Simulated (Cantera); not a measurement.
An adiabatic, constant-volume homogeneous reactor starts with 46.6 % H2, 11.2 % O2, 42.2 % N2, at 1275 K and 26000 Pa.

Computed with Cantera and GRI-Mech 3.0 (53 species, 325 reactions).

Task: Predict: time of steepest temperature rise; temperature at 4.00 s; equilibrium temperature; x(H2) at 4.00 s; x(O2) at 4.00 s; x(H2O) at 4.00 s; x(NO) at 4.00 s; x(NO2) at 4.00 s; x(N2O) at 4.00 s; x(O) at 4.00 s.

Result: 
| Item | Value |
|---|---|
| time of steepest temperature rise | 0.130 ms |
| temperature at 4.00 s | 2753 K |
| equilibrium temperature | 2753 K |
| x(H2) at 4.00 s | 0.249 (gas-phase equilibrium 0.249) |
| x(O2) at 4.00 s | 0.000544 (gas-phase equilibrium 0.000544) |
| x(H2O) at 4.00 s | 0.228 (gas-phase equilibrium 0.228) |
| x(NO) at 4.00 s | 0.00134 (gas-phase equilibrium 0.00134) |
| x(NO2) at 4.00 s | 3.43e-8 (gas-phase equilibrium 3.43e-8) |
| x(N2O) at 4.00 s | 4.11e-8 (gas-phase equilibrium 4.11e-8) |
| x(O) at 4.00 s | 0.00147 (gas-phase equilibrium 0.00147) |
